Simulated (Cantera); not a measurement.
Charge: 1 mol MgCl2, 0.43 mol H2, equilibrated at 1700 K and 21.0 mbar.

Equilibrium computed with Cantera from the NASA thermochemical tables; the gas is ideal and each condensed phase is pure. Candidate condensed phases: Mg, MgCl2; 10 gas species. The tables' values for MgH are old estimates; treat these amounts as uncertain. The numbers say what is thermodynamically allowed, not how fast it happens.

Base state: MgCl2 0.660, H2 0.272, HCl 0.0440, Mg 0.0203, MgCl 0.00332, H 0.000530, Cl 6.67e-5, MgH 1.92e-5 (mole fractions); condensed: gas only.

**Question.** What changes in the equilibrium state with this change: temperature from 1700 K to 950 K?

**Answer.** 
| species | before | after |
|---|---|---|
| H2 | 0.272 | 0.998 |
| MgCl2 | 0.660 | 0.00218 |
| HCl | 0.0440 | 1.55e-5 |
| Mg | 0.0203 | 7.71e-6 |
| H | 0.000530 | 3.83e-9 |
| Cl | 6.67e-5 | <1e-9 |
| MgCl | 0.00332 | 5.45e-8 |
| MgH | 1.92e-5 | 4.52e-9 |
| MgCl2(s), mol | 0 | 0.999 |

**Question.** What changes in the equilibrium state with this change: MgCl2 replaced by LiCl?

**Answer.** 
```json
[
 {"species": "LiCl", "before": "0", "after": "0.691"},
 {"species": "H2", "before": "0.272", "after": "0.300"},
 {"species": "Li2Cl2", "before": "0", "after": "0.00350"},
 {"species": "MgCl2", "before": "0.660", "after": "0"},
 {"species": "HCl", "before": "0.0440", "after": "0.00261"},
 {"species": "Mg", "before": "0.0203", "after": "0"},
 {"species": "MgCl", "before": "0.00332", "after": "0"},
 {"species": "Li", "before": "0", "after": "0.00260"}
]
```
Further candidate phases: Li, LiCl, LiH.

**Question.** What changes in the equilibrium state with this change: MgCl2 replaced by CaCl2?

**Answer.** 
| species | before | after |
|---|---|---|
| CaCl2 | 0 | 0.693 |
| H2 | 0.272 | 0.297 |
| HCl | 0.0440 | 0.00505 |
| MgCl2 | 0.660 | 0 |
| Mg | 0.0203 | 0 |
| CaCl | 0 | 0.00448 |
| MgCl | 0.00332 | 0 |
| Ca | 0 | 0.000289 |
| MgH | 1.92e-5 | 0 |
Further candidate phases: Ca, CaCl2.
